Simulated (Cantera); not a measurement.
Feed: 1 mol CuO, 11 mol NF3, 4.4 mol H2, equilibrated at 1425 °C and 1.33 mbar.

Method: chemical equilibrium by Gibbs-energy minimisation in Cantera with the NASA 1993 tables (ideal gas, pure condensed phases). Candidate condensed phases: Cu, CuF2, CuO, Cu(OH)2, Cu2O, H2O; 45 gas species. Kinetics and transport are ignored.

Base state: F 0.586, HF 0.231, N2 0.144, CuF2 0.0225, O2 0.0129, CuF 0.00372, NO 0.000305, O 0.000136 (mole fractions); condensed: gas only.

Q: What changes in the equilibrium state with this change: pressure from 1.33 mbar to 10.0 mbar?

A: 
| species | before | after |
|---|---|---|
| F | 0.586 | 0.584 |
| HF | 0.231 | 0.231 |
| N2 | 0.144 | 0.145 |
| CuF2 | 0.0225 | 0.0257 |
| CuF | 0.00372 | 0.000568 |
| O2 | 0.0129 | 0.0130 |
| F2 | 1.29e-5 | 9.61e-5 |
| O | 0.000136 | 4.98e-5 |
| NO | 0.000305 | 0.000306 |

Q: What changes in the equilibrium state with this change: temperature from 1425 °C to 1325 °C?

A: 
```csv
species,before,after
F,0.586,0.585
HF,0.231,0.231
N2,0.144,0.144
CuF2,0.0225,0.0253
CuF,0.00372,0.000942
O2,0.0129,0.0130
O,0.000136,4.43e-5
F2,1.29e-5,2.69e-5
NO,0.000305,0.000205
```
